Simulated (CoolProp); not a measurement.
Model: reference Helmholtz-energy equation of state, Zhou 2012, in CoolProp.

Problem. Give the vapour pressure (MPa), liquid density (kg/m³), vapour Z, liquid conductivity (mW/(m K)) of saturated o-xylene at 381.3 K.

Solution. 
```csv
T (K),p (MPa),liquid density (kg/m³),vapour Z,liquid conductivity (mW/(m K))
381.3,0.0349,804,0.977,110
```

Thermal conductivity comes from a separate model (Mylona 2014).
